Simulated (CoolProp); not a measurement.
Vapour-liquid equilibrium of toluene (1) + n-dodecane (2) at 340.6 K; x and y are mole fractions of (1).

The numbers come from the multi-fluid Helmholtz-energy mixture model, Lemmon 2006 and Lemmon 2004; pair parameters Bell 2016 in CoolProp.

| x | bubble pressure, mixture model (kPa) | bubble pressure, Raoult's law (kPa) | y, mixture model | y, Raoult's law |
|---|---|---|---|---|
| 0.05 | 1.381 | 1.577 | 0.753 | 0.784 |
| 0.125 | 3.120 | 3.404 | 0.900 | 0.908 |
| 0.2 | 5.026 | 5.232 | 0.943 | 0.945 |
| 0.275 | 7.011 | 7.059 | 0.964 | 0.963 |
| 0.35 | 9.007 | 8.886 | 0.975 | 0.974 |
| 0.425 | 10.97 | 10.71 | 0.982 | 0.981 |
| 0.5 | 12.87 | 12.54 | 0.986 | 0.986 |
| 0.575 | 14.70 | 14.37 | 0.990 | 0.989 |
| 0.65 | 16.48 | 16.20 | 0.992 | 0.992 |
| 0.725 | 18.22 | 18.02 | 0.994 | 0.995 |
| 0.8 | 19.96 | 19.85 | 0.996 | 0.996 |
| 0.875 | 21.71 | 21.68 | 0.998 | 0.998 |
| 0.95 | 23.50 | 23.51 | 0.999 | 0.999 |

The largest gap from Raoult's law is -12.4 % in bubble pressure, at x = 0.05. No azeotrope shows between x = 0.05 and 0.95.

Pair parameters are fitted to limited data, so mixtures are less certain than the pure fluids. The gap from Raoult's law changes sign with composition, which may be real or a fault of the pair parameters; it wasn't checked against measurements.
